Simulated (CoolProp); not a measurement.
Vapour-liquid equilibrium of toluene (1) + n-dodecane (2) at 474.5 K; x and y are mole fractions of (1).

The numbers come from the multi-fluid Helmholtz-energy mixture model, Lemmon 2006 and Lemmon 2004; pair parameters Bell 2016 in CoolProp.

```csv
x,bubble pressure (MPa),y at the bubble point,dew pressure at overall composition x (MPa),liquid density (mol/L)
0.05,0.09352,0.276,0.07337,3.669
0.125,0.1332,0.522,0.07902,3.830
0.2,0.1772,0.666,0.08560,4.003
0.275,0.2247,0.757,0.09337,4.190
0.35,0.2747,0.818,0.1027,4.392
0.425,0.3267,0.862,0.1141,4.613
0.5,0.3800,0.895,0.1283,4.854
0.575,0.4346,0.920,0.1465,5.118
0.65,0.4903,0.940,0.1710,5.411
0.725,0.5472,0.957,0.2054,5.735
0.8,0.6055,0.971,0.2575,6.099
0.875,0.6653,0.983,0.3457,6.508
0.95,0.7267,0.994,0.5227,6.973
```

No azeotrope shows between x = 0.05 and 0.95.

The pair parameters rest on a limited set of measurements; away from them the model extrapolates.
